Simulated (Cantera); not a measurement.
Charge: 1 mol SiC, 0.6 mol CO2, 160 mol H2, held at 0.280 Pa.

Cantera equilibrium calculation (NASA polynomials, part measured and part estimated; ideal gas, pure solids and liquids). Candidate condensed phases: C, C6H6, C7H8, C8H18, H2O, Si, SiC, SiO2; 123 gas species. Mutual solubility and eutectic melting of coexisting phases are not modelled. Kinetics and transport are ignored.

log p: log10 of the partial pressure in bar; n: condensed amount in mol.

| T (K) | log p H2 | log p H | log p CO | log p Si | log p SiO | n C(graphite) | n SiC(s) | n SiO2(β-quartz) |
|---|---|---|---|---|---|---|---|---|
| 900 | -5.55 | -12.71 | -8.67 | <-17 | -13.22 | 1.02 | 0.461 | 0.539 |
| 1000 | -5.56 | -11.42 | -7.86 | <-17 | -10.67 | 0 | 0.800 | 0.199 |
| 1100 | -5.56 | -10.37 | -7.82 | -15.12 | -8.38 | 0 | 0.721 | 0.0415 |
| 1200 | -5.56 | [?] | -7.81 | [?] | -8.28 | 0 | 0.700 | 0 |
| 1300 | -5.56 | [?] | -7.81 | [?] | -8.28 | 0 | 0.700 | 0 |
| 1400 | -5.56 | -8.09 | -7.81 | -10.19 | -8.29 | 0 | 0.698 | 0 |
| 1500 | -5.56 | -7.53 | -7.80 | -9.03 | -8.33 | 0 | 0.673 | 0 |
| 1600 | -5.57 | -7.05 | -7.73 | -8.21 | -8.70 | 0 | 0.515 | 0 |

Problem. Fill in the missing entries.

Solution. 
- 1200, log p H: -9.48
- 1200, log p Si: -13.17
- 1300, log p H: -8.73
- 1300, log p Si: -11.57
